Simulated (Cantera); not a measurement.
A Cantera script and its output.

```python
import numpy as np
import cantera as ct

gas = ct.Solution("gri30.yaml")
gas.TPX = 1348, 22000, {'H2': 1, 'O2': 0.455, 'N2': 1.71, 'NO': 0.0075}
reactor = ct.IdealGasReactor(gas, energy="on", clone=False)
net = ct.ReactorNet([reactor])
net.rtol, net.atol = 1e-08, 1e-16
show = ['H2', 'O2', 'NO', 'N2O', 'N2', 'H2O2', 'O']
times = np.geomspace(2e-06, 2, 16)

steps = ct.SolutionArray(gas, extra=["t"])
rows = []
print(f"{'t/s':>10s}{'T/K':>9s}{'P/Pa':>11s}" + "".join(f"{s:>11s}" for s in show))
for t in times:
    while net.time < t:
        t_next = net.step()
        steps.append(gas.state, t=t_next)
    rows.append([np.interp(t, steps.t, y) for y in (steps.T, steps.P, *steps(*show).X.T)])
    print(f"{t:10.3e}{rows[-1][0]:9.1f}{rows[-1][1]:11.4g}" + "".join(f"{x:11.3e}" for x in rows[-1][2:]))
rate = np.gradient(steps.T, steps.t)
print("integrator steps:", len(steps.t))
if steps.T.max() > steps.T[0] + 200:
    print(f"time of steepest temperature rise: {steps.t[rate.argmax()]:.4e} s")
gas.TPX = 1348, 22000, {'H2': 1, 'O2': 0.455, 'N2': 1.71, 'NO': 0.0075}
gas.equilibrate("UV")
print(f"equilibrium (UV): T = {gas.T:.1f} K  " + "  ".join(f"{s} {gas[s].X[0]:.3e}" for s in show))
```

Output:

```
       t/s      T/K       P/Pa         H2         O2         NO        N2O         N2       H2O2          O
 2.000e-06   1348.0    2.2e+04  3.152e-01  1.434e-01  2.364e-03  1.372e-12  5.390e-01  2.195e-11  1.185e-09
 5.024e-06   1348.0    2.2e+04  3.152e-01  1.434e-01  2.364e-03  1.637e-11  5.390e-01  1.356e-10  5.456e-09
 1.262e-05   1348.0    2.2e+04  3.152e-01  1.434e-01  2.364e-03  1.418e-10  5.390e-01  8.151e-10  3.224e-08
 3.170e-05   1348.0    2.2e+04  3.152e-01  1.434e-01  2.364e-03  8.596e-10  5.390e-01  4.935e-09  7.080e-07
 7.962e-05   1356.8  2.214e+04  3.021e-01  1.381e-01  2.364e-03  6.649e-08  5.391e-01  1.828e-07  9.917e-04
 2.000e-04   2007.2  3.167e+04  7.357e-02  2.771e-02  2.466e-03  1.869e-08  5.575e-01  2.258e-07  2.472e-02
 5.024e-04   2589.4  3.929e+04  7.545e-02  1.884e-02  2.770e-03  7.062e-08  5.797e-01  1.218e-07  1.583e-02
 1.262e-03   2822.1  4.212e+04  7.264e-02  1.469e-02  4.852e-03  2.258e-07  5.883e-01  2.401e-07  1.129e-02
 3.170e-03   2821.4  4.209e+04  7.333e-02  1.394e-02  7.655e-03  2.545e-07  5.871e-01  2.352e-07  1.081e-02
 7.962e-03   2820.6  4.208e+04  7.352e-02  1.376e-02  8.379e-03  2.632e-07  5.868e-01  2.333e-07  1.070e-02
 2.000e-02   2820.5  4.208e+04  7.353e-02  1.376e-02  8.390e-03  2.634e-07  5.868e-01  2.333e-07  1.070e-02
 5.024e-02   2820.5  4.208e+04  7.353e-02  1.376e-02  8.390e-03  2.634e-07  5.868e-01  2.333e-07  1.070e-02
 1.262e-01   2820.5  4.208e+04  7.353e-02  1.376e-02  8.390e-03  2.634e-07  5.868e-01  2.333e-07  1.070e-02
 3.170e-01   2820.5  4.208e+04  7.353e-02  1.376e-02  8.390e-03  2.634e-07  5.868e-01  2.333e-07  1.070e-02
 7.962e-01   2820.5  4.208e+04  7.353e-02  1.376e-02  8.390e-03  2.634e-07  5.868e-01  2.333e-07  1.070e-02
 2.000e+00   2820.5  4.208e+04  7.353e-02  1.376e-02  8.390e-03  2.634e-07  5.868e-01  2.333e-07  1.070e-02
integrator steps: 1182
time of steepest temperature rise: 1.0006e-04 s
equilibrium (UV): T = 2820.5 K  H2 7.353e-02  O2 1.376e-02  NO 8.390e-03  N2O 2.634e-07  N2 5.868e-01  H2O2 2.333e-07  O 1.070e-02
```

Detailed kinetics in Cantera: GRI-Mech 3.0 (53 species, 325 reactions). The mechanism lacks 2 NO + O2 → 2 NO2 and HONO, so NO2 and the effect of NO are under-described below about 1400 K.
